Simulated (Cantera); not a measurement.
Input: 1 mol C3H8, 7.8 mol H2, 3 mol N2, equilibrated at 900 K and 0.00160 bar.

Equilibrium computed with Cantera from the NASA thermochemical tables; the gas is ideal and each condensed phase is pure. Candidate condensed phases: C, C6H6, C7H8, C8H18; 92 gas species. The numbers say what is thermodynamically allowed, not how fast it happens.

Base state: H2 0.797, N2 0.203, CH4 0.000317 (mole fractions); condensed: C(graphite).

Problem. What changes in the equilibrium state with this change: temperature from 900 K to 1725 K?

Solution. 
```tsv
species	before	after
H2	0.797	0.793
N2	0.203	0.201
H	2.61e-9	0.00413
HCN	3.51e-7	0.00167
C2H2 (acetylene)	<1e-9	7.30e-5
HNC	<1e-9	5.33e-5
CH4	0.000317	1.00e-6
C(graphite), mol	3.00	2.97
```
